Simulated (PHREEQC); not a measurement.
Solution (25 °C): 0.00064 mol/kgw H2S, 0.00089 mol/kgw HCl and 0.025 mol/kgw ZnCl2. Closed to the air; pH follows from the charge balance.

The numbers come from PHREEQC with the ion-association model, wateq4f.dat.

| quantity | before | after |
|---|---|---|
| pH | 2.91 | 2.80 |
| ionic strength (mol/kgw) | 0.0728 | 0.0732 |
| H2S (mol/kgw) | 6.10e-5 | 7.75e-5 |
| HS- (mol/kgw) | 7.33e-9 | 7.24e-9 |

Question: What was changed between the two runs?
(A) HCl replaced by MnCl2 at the same molality
(B) diluted 5-fold with water
(C) HCl from 0.00089 to 0.00133 mol/kgw
(D) ZnCl2 left out
(E) diluted 10-fold with water

Answer: C, HCl from 0.00089 to 0.00133 mol/kgw

This is a speciation only: nothing precipitates in the calculation. Some of these states are supersaturated (in ZnS(a), Sphalerite (slow to form), for instance).
